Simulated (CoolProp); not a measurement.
Toluene at 505.25 K and 0.233 MPa is throttled through a valve to 0.0421 MPa with no heat exchange. Each further row changes one setting.

Values from CoolProp's reference Helmholtz-energy equation of state, Lemmon 2006. It is a short technical equation, of lower accuracy than the large ones.

```tsv
case	temperature change (K)	final density (kg/m³)
as stated	-2.4	0.934
outlet pressure 0.0126 MPa	-2.8	0.278
outlet pressure 0.0547 MPa	-2.3	1.22
```
